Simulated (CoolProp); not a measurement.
Vapour pressure (MPa) of n-undecane: the reference equation beside estimates from Tc = 638.8 K, pc = 1.990 MPa, ω = 0.539.

Computed with CoolProp (reference Helmholtz-energy equation of state, Aleksandrov 2011). It is a short technical equation, of lower accuracy than the large ones.

| T (K) | reference | Redlich-Kwong | Peng-Robinson |
|---|---|---|---|
| 306.9 | 0.0001100 | 0.002539 | 0.0001239 |
| 314.3 | 0.0001832 | 0.003586 | 0.0002031 |
| 321.6 | 0.0002947 | 0.004941 | 0.0003221 |
| 328.9 | 0.0004618 | 0.006688 | 0.0004985 |
| 336.3 | 0.0007102 | 0.008936 | 0.0007584 |
| 343.6 | 0.001061 | 0.01171 | 0.001123 |
| 350.9 | 0.001554 | 0.01513 | 0.001631 |
| 358.3 | 0.002241 | 0.01936 | 0.002337 |

Absolute difference from the reference over all 8 rows, mean and median: Redlich-Kwong 1348.7 and 1253.2 %, Peng-Robinson 7.8 and 7.4 %.
